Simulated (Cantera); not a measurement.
A closed system holds: 1 mol n-butane, 0.062 mol O2, 3.8 mol CO2, at 2275 K and 14.0 Pa.

Method: chemical equilibrium by Gibbs-energy minimisation in Cantera with the NASA 1993 tables (ideal gas, pure condensed phases). Candidate condensed phases: C, C6H6, C7H8, C8H18, H2O; 110 gas species. Rates play no part.

**Question.** What is the equilibrium state?

**Answer.** 
- x(CO) = 0.515
- x(H) = 0.305
- x(H2) = 0.180
- x(C2H2 (acetylene)) = 0.000686
- x(C3) = 7.49e-5
- x(C2H) = 4.91e-5
- x(C) = 3.96e-5
- x(C2) = 6.62e-6
- x(C4H2) = 1.07e-6
- n(C(graphite)) = 0.0497 mol
- gas amount = 15.01 mol
